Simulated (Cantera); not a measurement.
An isothermal, constant-pressure homogeneous reactor starts with H2 : O2 : N2 = 0.86 : 1 : 1.2 (molar parts), equivalence ratio 0.43, at 923 K and 1.00 bar.

Cantera simulation using GRI-Mech 3.0 (53 species, 325 reactions); the numbers are that mechanism's predictions, not measurements. Below about 950 K walls govern HO2 and H2O2 in real vessels. The temperature is held fixed by assumption; the heat of reaction is taken as removed at once.

Predict: x(H2) at 1.00 s; x(O2) at 1.00 s; x(O) at 1.00 s; x(OH) at 1.00 s; x(H) at 1.00 s; x(H2O2) at 1.00 s.


| Quantity | Value |
|---|---|
| x(H2) at 1.00 s | 0.0970 (gas-phase equilibrium 5.15e-12) |
| x(O2) at 1.00 s | 0.254 (gas-phase equilibrium 0.217) |
| x(O) at 1.00 s | 6.27e-8 (gas-phase equilibrium 5.85e-12) |
| x(OH) at 1.00 s | 1.02e-7 (gas-phase equilibrium 4.12e-8) |
| x(H) at 1.00 s | 1.47e-7 (gas-phase equilibrium <1e-12) |
| x(H2O2) at 1.00 s | 0.00137 (gas-phase equilibrium 1.48e-10) |
